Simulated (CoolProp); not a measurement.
Vapour-liquid equilibrium of R22 (1) + R123 (2) at 340.5 K; x and y are mole fractions of (1).

Computed with CoolProp (multi-fluid Helmholtz-energy mixture model, Kamei 1995 and Younglove 1994; pair parameters Bell 2016).

Give the bubble pressure and the first vapour's composition at x = 0.65, 0.875, 0.95. Is there an azeotrope?

x = 0.65: 1820 kPa, y = 0.895; x = 0.875: 2433 kPa, y = 0.963; x = 0.95: 2667 kPa, y = 0.985. No azeotrope shows between x = 0.05 and 0.95.

The pair parameters rest on a limited set of measurements; away from them the model extrapolates.
